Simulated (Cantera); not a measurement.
Input: 1 mol Al(CH3)3, 3.7 mol N2O, 1.1 mol N2, 0.35 mol NH3, at 13.0 mbar.

These are equilibrium values from Cantera (NASA tables, ideal gas, pure condensed phases), not measurements of a reactor. Candidate condensed phases: Al, AlN, Al2O3, C, C6H6, C7H8, C8H18, H2O; 148 gas species. The feed counts by its element totals alone. Mutual solubility and eutectic melting of coexisting phases are not modelled. Equilibrium is a limit: real reactors are often held back by kinetics, nucleation or transport. All values below are at 1675 K.

Base state: H2 0.394, N2 0.370, CO 0.235, H 0.000639, HCN 0.000230, Al 1.41e-5 (mole fractions); condensed: AlN(s) + Al2O3(s).

Problem. What changes in the equilibrium state with this change: pressure from 13.0 mbar to 21.0 Pa?

Solution. 
```
species          before    after
-------------  --------  -------
H2                0.394    0.386
N2                0.370    0.369
CO                0.235    0.232
Al              1.41e-5  0.00689
H              0.000639  0.00498
Al2O            1.76e-6  0.00171
AlH             6.62e-7  4.06e-5
HCN            0.000230  1.43e-5
AlN(s), mol       0.531    0.414
Al2O3(s), mol     0.234    0.226
```
